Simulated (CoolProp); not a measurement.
Vapour-liquid equilibrium of nitrogen (1) + carbon monoxide (2) at 98.6 K; x and y are mole fractions of (1).

Model: multi-fluid Helmholtz-energy mixture model, Span 2000 and Lemmon 2006; pair parameters Gernert 2013, in CoolProp.

| x | bubble pressure (kPa) | y at the bubble point | dew pressure at overall composition x (kPa) | liquid density (mol/L) |
|---|---|---|---|---|
| 0.05 | 502.4 | (withheld) | 498.8 | 25.41 |
| 0.125 | 520.8 | 0.169 | 512.5 | 25.36 |
| 0.2 | 539.2 | (withheld) | 526.9 | 25.31 |
| 0.275 | 557.3 | 0.348 | 542.0 | 25.26 |
| 0.35 | 575.0 | 0.429 | 557.7 | 25.21 |
| 0.425 | 592.3 | (withheld) | 574.1 | 25.16 |
| 0.5 | 609.1 | 0.577 | 591.1 | 25.11 |
| 0.575 | 625.3 | 0.646 | 608.5 | 25.07 |
| 0.65 | 640.9 | 0.712 | 626.2 | 25.03 |
| 0.725 | 656.0 | 0.775 | 644.1 | 24.99 |
| 0.8 | 670.3 | 0.837 | 661.7 | 24.96 |
| 0.875 | 684.1 | 0.899 | 678.8 | 24.94 |
| 0.95 | 697.1 | 0.959 | 695.1 | 24.92 |

Problem. Complete the blanks.

Solution. 
- 0.05, y at the bubble point: 0.070
- 0.2, y at the bubble point: 0.261
- 0.425, y at the bubble point: 0.505

No azeotrope shows between x = 0.05 and 0.95.

Pair parameters are fitted to limited data, so mixtures are less certain than the pure fluids.
